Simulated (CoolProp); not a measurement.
Properties of R152A at several states (Tc = 386.4 K, pc = 4.517 MPa, ω = 0.275).

Model: reference Helmholtz-energy equation of state, Outcalt 1996, in CoolProp. It is a modified Benedict-Webb-Rubin equation, recast in Helmholtz form.

```json
[
 {"T (K)": "255.2", "p (MPa)": "0.727", "phase": "liquid", "Z": "0.02264", "cv (kJ/(kg K))": "___", "Joule-Thomson coefficient (K/MPa)": "-0.2799", "viscosity (µPa s)": "273"},
 {"T (K)": "233.3", "p (MPa)": "9.49", "phase": "liquid", "Z": "0.3055", "cv (kJ/(kg K))": "___", "Joule-Thomson coefficient (K/MPa)": "-0.3546", "viscosity (µPa s)": "402"},
 {"T (K)": "464.1", "p (MPa)": "0.064", "phase": "gas", "Z": "0.9973", "cv (kJ/(kg K))": "1.267", "Joule-Thomson coefficient (K/MPa)": "6.752", "viscosity (µPa s)": "___"},
 {"T (K)": "235.8", "p (MPa)": "10.5", "phase": "liquid", "Z": "0.3354", "cv (kJ/(kg K))": "1.059", "Joule-Thomson coefficient (K/MPa)": "-0.3526", "viscosity (µPa s)": "392"},
 {"T (K)": "180.4", "p (MPa)": "0.181", "phase": "liquid", "Z": "0.006959", "cv (kJ/(kg K))": "1.031", "Joule-Thomson coefficient (K/MPa)": "-0.4055", "viscosity (µPa s)": "956"}
]
```

Task: Fill in the missing entries.

Result: 
- 255.2, cv (kJ/(kg K)): 1.076
- 233.3, cv (kJ/(kg K)): 1.056
- 464.1, viscosity (µPa s): 17.1

Viscosity comes from a separate model (Bell 2016), an estimate that may be off by 10 % or more.
